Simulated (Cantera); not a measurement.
Input: 1 mol SiHCl3, 31 mol H2, at 0.810 bar.

Cantera equilibrium calculation (NASA polynomials, part measured and part estimated; ideal gas, pure solids and liquids). Candidate condensed phases: Si; 19 gas species. Gases not in the tables: Si2H6 and higher silanes. Kinetics and transport are ignored.

Over these rows the condensed part is Si(l). Partial pressures as log10 of bar:

```tsv
T (K)	1000/T (1/K)	log p SiCl4	log p H2	log p HCl	log p SiCl2
1748	0.5721	-4.57	-0.13	-1.30	-1.96
1848	0.5411	?	-0.13	-1.29	-1.98
1948	0.5133	-5.45	-0.13	-1.27	-2.01
2048	0.4883	-5.83	-0.13	-1.26	-2.04
2148	0.4655	-6.18	-0.13	-1.25	-2.07
2248	0.4448	-6.50	-0.13	-1.25	-2.10
```

Question: Fit log p(SiCl4) = a + b·(1000/T) to the five rows, give the apparent enthalpy, and predict the row at 1848 K.

Answer: Means: 1000/T = 0.4968, log p = -5.706. Sxy = 0.146943, Sxx = 0.0096983, so b = 15.15 and a = -5.706 − (15.15)×0.4968 = -13.23.
Apparent enthalpy: −19.145 × (15.15) = -290 kJ/mol. With the condensed phases at unit activity, 2 SiCl2(g) = SiCl4(g) + Si(l) links this pressure to the main gases: over the six rows their terms move log p by -0.28 in all, so the slope isn't that reaction's ΔH° alone. The five rows lie within 0.01 of the line.
Prediction at 1848 K: -13.23 + (15.15)×0.5411 = -5.03. The computed value is -5.03, 0.00 from the line.
